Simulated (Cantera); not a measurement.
Equilibrium for silicon etching in halogen gases: Si + HCl + N2

Charge: 1 mol Si, 2.1 mol HCl, 20 mol N2, equilibrated at 1.00 bar.

Equilibrium computed with Cantera from the NASA thermochemical tables; the gas is ideal and each condensed phase is pure. Candidate condensed phases: NH4Cl, Si, Si3N4; 28 gas species. N2 is the only nitrogen source here; it is nearly inert below about 1500 K, so the nitride shown seldom forms there in practice. The tables' values for SiCl3 are old estimates; treat these amounts as uncertain. The numbers say what is thermodynamically allowed, not how fast it happens.

| T (K) | x N2 | x HCl | x H2 | x SiCl2 | x SiCl4 | n Si3N4(s) |
|---|---|---|---|---|---|---|
| 1173 | 0.911 | 0.0627 | 0.0177 | 2.83e-6 | 0.00881 | 0.270 |
| 1223 | 0.910 | 0.0636 | 0.0173 | 8.99e-6 | 0.00854 | 0.271 |
| 1273 | 0.910 | 0.0643 | 0.0169 | 2.60e-5 | 0.00827 | 0.272 |
| 1323 | 0.910 | 0.0649 | 0.0166 | 6.90e-5 | 0.00798 | 0.273 |
| 1373 | 0.910 | 0.0654 | 0.0163 | 0.000169 | 0.00763 | 0.273 |
| 1423 | 0.910 | 0.0657 | 0.0162 | 0.000386 | 0.00720 | 0.272 |
| 1473 | 0.909 | 0.0657 | 0.0161 | 0.000819 | 0.00663 | 0.270 |
| 1523 | 0.909 | 0.0654 | 0.0162 | 0.00162 | 0.00589 | 0.266 |
| 1573 | 0.908 | 0.0646 | 0.0166 | 0.00296 | 0.00496 | 0.259 |
| 1623 | 0.908 | 0.0631 | 0.0172 | 0.00499 | 0.00388 | 0.248 |
| 1673 | 0.907 | 0.0608 | 0.0183 | 0.00775 | 0.00278 | 0.234 |
| 1723 | 0.906 | 0.0577 | 0.0197 | 0.0111 | 0.00181 | 0.216 |
| 1773 | 0.906 | 0.0538 | 0.0215 | 0.0146 | 0.00109 | 0.197 |
x: gas mole fraction; n: condensed amount in mol.

From 1173 K to 1773 K the condensed part is Si3N4(s). The main Si-bearing gas is SiCl4 at 1173 K and SiCl2 at 1773 K.
